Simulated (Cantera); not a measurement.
Cantera run:

```python
import numpy as np
import cantera as ct

gas_names = [...]  # 110 gases of nasa_gas.yaml made of C, H, O
cond_names = """
    C(gr) C6H6(L) C7H8(L) C8H18(L),n-octa H2O(s) H2O(L)
""".split()


# ... load() reads the species with a 1 bar reference pressure and builds the phases ...
atoms = {
    'C6H6': {'C': 6, 'H': 6},
    'H2O': {'H': 2, 'O': 1},
}
top_T = {'C(gr)': 4500}  # K; cautious upper limits of use, not melting points


# ... equilibrate(T, P, feed) seeds the gas with the atoms and calls Mixture.equilibrate('TP', solver="vcs", rtol=1e-11, max_steps=5000) ...
results = []
feed = {'C6H6': 1, 'H2O': 0.042}  # mol
P = 25  # Pa
for T in [598, 698, 798, 898, 998, 1098, 1198, 1298, 1398, 1498, 1598]:
    mix = equilibrate(T, P, feed)
    results.append((T, P, feed, dict(zip(mix.species_names, mix.species_moles))))
    x = sorted(zip(gas.X, gas.species_names), reverse=True)
    print(f"T = {T:g} K  P = {P:g} Pa  gas = {mix.phase_moles(0):.4g} mol")
    print("   x: " + "  ".join(f"{s} {v:.3e}" for v, s in x if v > 0.0001))
    print("   condensed (mol): " + ("  ".join(f"{mix.phase(i).name} {mix.phase_moles(i):.4g}"
          for i in range(1, mix.n_phases) if mix.phase_moles(i) > 1e-12) or "none"))
```

It prints:

```
T = 598 K  P = 25 Pa  gas = 2.981 mol
   x: H2 9.634e-01  CH4 2.314e-02  H2O 1.078e-02  CO 2.006e-03  CO2 6.515e-04
   condensed (mol): C(gr) 5.923
T = 698 K  P = 25 Pa  gas = 3.073 mol
   x: H2 9.843e-01  CO 1.200e-02  CH4 2.149e-03  H2O 1.352e-03  CO2 1.581e-04
   condensed (mol): C(gr) 5.956
T = 798 K  P = 25 Pa  gas = 3.083 mol
   x: H2 9.860e-01  CO 1.353e-02  CH4 3.376e-04
   condensed (mol): C(gr) 5.957
T = 898 K  P = 25 Pa  gas = 3.084 mol
   x: H2 9.863e-01  CO 1.361e-02
   condensed (mol): C(gr) 5.958
T = 998 K  P = 25 Pa  gas = 3.084 mol
   x: H2 9.864e-01  CO 1.362e-02
   condensed (mol): C(gr) 5.958
T = 1098 K  P = 25 Pa  gas = 3.084 mol
   x: H2 9.864e-01  CO 1.362e-02
   condensed (mol): C(gr) 5.958
T = 1198 K  P = 25 Pa  gas = 3.084 mol
   x: H2 9.864e-01  CO 1.362e-02
   condensed (mol): C(gr) 5.958
T = 1298 K  P = 25 Pa  gas = 3.084 mol
   x: H2 9.863e-01  CO 1.362e-02
   condensed (mol): C(gr) 5.958
T = 1398 K  P = 25 Pa  gas = 3.084 mol
   x: H2 9.861e-01  CO 1.362e-02  H 2.972e-04
   condensed (mol): C(gr) 5.958
T = 1498 K  P = 25 Pa  gas = 3.086 mol
   x: H2 9.853e-01  CO 1.361e-02  H 1.079e-03
   condensed (mol): C(gr) 5.958
T = 1598 K  P = 25 Pa  gas = 3.089 mol
   x: H2 9.830e-01  CO 1.360e-02  H 3.338e-03
   condensed (mol): C(gr) 5.958
```

Method: chemical equilibrium by Gibbs-energy minimisation in Cantera with the NASA 1993 tables (ideal gas, pure condensed phases).
